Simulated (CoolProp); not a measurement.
Vapour pressure (bar) of isohexane: the reference equation beside estimates from Tc = 224.6 °C, pc = 30.43 bar, ω = 0.280. Clausius-Clapeyron is anchored at 98.65 °C with a constant enthalpy of vaporisation of 25.19 kJ/mol.

The numbers come from the reference Helmholtz-energy equation of state, Lemmon 2006 in CoolProp. It is a short technical equation, of lower accuracy than the large ones.

```csv
T (°C),reference,Clausius-Clapeyron,Soave-Redlich-Kwong,Peng-Robinson
87.15,2.220,2.300,2.228,2.213
90.95,2.454,2.511,2.464,2.446
94.75,2.705,2.737,2.720,2.697
98.65,2.984,2.984,3.003,2.975
102.45,3.275,3.240,3.300,3.267
106.25,3.588,3.513,3.618,3.579
110.05,3.923,3.803,3.959,3.915
113.95,4.290,4.118,4.334,4.283
117.75,4.673,4.443,4.724,4.667
121.55,5.080,4.788,5.140,5.076
125.45,5.525,5.161,5.595,5.523
129.25,5.987,5.545,6.067,5.988
```

Absolute difference from the reference over all 12 rows, mean and median: Clausius-Clapeyron 3.5 and 3.3 %, Soave-Redlich-Kwong 0.9 and 0.9 %, Peng-Robinson 0.2 and 0.2 %.
